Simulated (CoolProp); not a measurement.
Aqueous magnesium chloride as a coolant, at 14 °C, 1 atm.

Model: Melinder's fits for secondary coolants, in CoolProp.

```json
[
 {"mass %": "4.1", "freezing point (°C)": "-2.4", "conductivity (W/(m K))": "0.579", "density (kg/m³)": "1034", "Prandtl number": "9.43", "cp (kJ/(kg K))": "3.941"},
 {"mass %": "6.4", "freezing point (°C)": "-4.1", "conductivity (W/(m K))": "0.575", "density (kg/m³)": "1054", "Prandtl number": "9.79", "cp (kJ/(kg K))": "3.805"},
 {"mass %": "8.7", "freezing point (°C)": "-6.6", "conductivity (W/(m K))": "0.569", "density (kg/m³)": "1074", "Prandtl number": "10.6", "cp (kJ/(kg K))": "3.672"},
 {"mass %": "11", "freezing point (°C)": "-9.8", "conductivity (W/(m K))": "0.563", "density (kg/m³)": "1094", "Prandtl number": "11.9", "cp (kJ/(kg K))": "3.543"},
 {"mass %": "13.3", "freezing point (°C)": "-13.6", "conductivity (W/(m K))": "0.557", "density (kg/m³)": "1115", "Prandtl number": "13.3", "cp (kJ/(kg K))": "3.419"},
 {"mass %": "15.5", "freezing point (°C)": "-17.8", "conductivity (W/(m K))": "0.551", "density (kg/m³)": "1135", "Prandtl number": "14.5", "cp (kJ/(kg K))": "3.306"},
 {"mass %": "17.8", "freezing point (°C)": "-22.9", "conductivity (W/(m K))": "0.544", "density (kg/m³)": "1156", "Prandtl number": "15.7", "cp (kJ/(kg K))": "3.195"},
 {"mass %": "20.1", "freezing point (°C)": "-29.0", "conductivity (W/(m K))": "0.537", "density (kg/m³)": "1178", "Prandtl number": "18.1", "cp (kJ/(kg K))": "3.089"},
 {"mass %": "22.4", "freezing point (°C)": "-37.0", "conductivity (W/(m K))": "0.530", "density (kg/m³)": "1202", "Prandtl number": "26.6", "cp (kJ/(kg K))": "2.986"}
]
```
